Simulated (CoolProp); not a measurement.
Computed with CoolProp (reference Helmholtz-energy equation of state, Akasaka 2015).

**Question.** For R245fa, give the phase and the cp (kJ/(kg K)), cv (kJ/(kg K)), isothermal compressibility (1/MPa), viscosity (µPa s) at 304.8 K and 3.98 MPa.

**Answer.** 
- 304.8 K and 3.98 MPa: liquid; cp 1.32, cv 0.937, isothermal compressibility 0.00235, viscosity 386

Viscosity comes from a separate model (Bell 2016), an estimate that may be off by 10 % or more.
